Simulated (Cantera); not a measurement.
Input: 1 mol SrCl2, 5.1 mol H2, held at 1373.15 K and 0.510 bar.

Method: chemical equilibrium by Gibbs-energy minimisation in Cantera with the NASA 1993 tables (ideal gas, pure condensed phases). Candidate condensed phases: Sr, SrCl2; 8 gas species. The numbers say what is thermodynamically allowed, not how fast it happens.

Base state: H2 1.000, SrCl2 0.000102 (mole fractions); condensed: SrCl2(l).

Q: What changes in the equilibrium state with this change: temperature from 1373.15 K to 2000 K?

A: 
| species | before | after |
|---|---|---|
| H2 | 1.000 | 0.829 |
| SrCl2 | 0.000102 | 0.159 |
| HCl | 5.52e-6 | 0.00513 |
| SrCl | 2.80e-6 | 0.00428 |
| H | 4.67e-6 | 0.00207 |
| Sr | 1.36e-6 | 0.000428 |
| SrCl2(l), mol | 0.999 | 0 |
